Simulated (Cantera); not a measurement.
**Transport properties of process gases**

Gas mixture: C3H8 : CO2 : H2O = 0.73 : 0.54 : 0.56 (molar parts), at 63000 Pa, frozen composition.

Cantera's kinetic-theory transport with the Lennard-Jones parameters of GRI-Mech 3.0, ideal gas; thermal conductivity in the multicomponent form. Polar gases are described roughly by these parameters. The composition is frozen, though it would react at the higher temperatures.

```json
[
 {"T (K)": "400", "ρ (kg/m³)": "0.684", "cp (J/kg/K)": "1668", "μ (µPa s)": "14.1", "λ (mW/m/K)": "30.8", "Pr": "0.761", "D (cm²/s) NO": "0.400", "D (cm²/s) CH4": "0.442", "D (cm²/s) OH": "0.629"},
 {"T (K)": "600", "ρ (kg/m³)": "0.456", "cp (J/kg/K)": "2117", "μ (µPa s)": "20.3", "λ (mW/m/K)": "55.0", "Pr": "0.780", "D (cm²/s) NO": "0.825", "D (cm²/s) CH4": "0.924", "D (cm²/s) OH": "1.28"},
 {"T (K)": "800", "ρ (kg/m³)": "0.342", "cp (J/kg/K)": "2461", "μ (µPa s)": "25.8", "λ (mW/m/K)": "80.1", "Pr": "0.791", "D (cm²/s) NO": "1.36", "D (cm²/s) CH4": "1.53", "D (cm²/s) OH": "2.11"},
 {"T (K)": "1000", "ρ (kg/m³)": "0.273", "cp (J/kg/K)": "2724", "μ (µPa s)": "30.7", "λ (mW/m/K)": "105", "Pr": "0.797", "D (cm²/s) NO": "1.99", "D (cm²/s) CH4": "2.25", "D (cm²/s) OH": "3.08"},
 {"T (K)": "1200", "ρ (kg/m³)": "0.228", "cp (J/kg/K)": "2912", "μ (µPa s)": "35.3", "λ (mW/m/K)": "129", "Pr": "0.800", "D (cm²/s) NO": "2.71", "D (cm²/s) CH4": "3.08", "D (cm²/s) OH": "4.18"},
 {"T (K)": "1400", "ρ (kg/m³)": "0.195", "cp (J/kg/K)": "3069", "μ (µPa s)": "39.5", "λ (mW/m/K)": "151", "Pr": "0.802", "D (cm²/s) NO": "3.51", "D (cm²/s) CH4": "3.99", "D (cm²/s) OH": "5.41"},
 {"T (K)": "1600", "ρ (kg/m³)": "0.171", "cp (J/kg/K)": "3199", "μ (µPa s)": "43.5", "λ (mW/m/K)": "174", "Pr": "0.803", "D (cm²/s) NO": "4.38", "D (cm²/s) CH4": "5.00", "D (cm²/s) OH": "6.76"}
]
```
D: mixture-averaged diffusion coefficient of that species in the mixture.
